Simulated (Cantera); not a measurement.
An adiabatic, constant-volume homogeneous reactor starts with CH₄ : O₂ : N₂ : C₂H₆ = 1 : 6.67 : 25.1 : 0.11 (molar parts), equivalence ratio 0.36, at 1775 K and 7200 Torr.

Computed with Cantera and GRI-Mech 3.0 (53 species, 325 reactions).

One state of this run: T (K) = 2650; P (bar) = 14.4; x CH₄ = <1e-12; x O₂ = 0.127; x N₂O = 4.19e-6; x CO = 0.00218; x C₂H₂ = <1e-12; x H₂O₂ = 8.41e-7; x NO₂ = 7.58e-7. x: mole fraction; the columns are a selection and need not sum to one.

Q: Which value of t (s) does it belong to?
A. 2.15e-5
B. 0.215
C. 1.00e-6
D. 0.0464

A: A, 2.15e-5
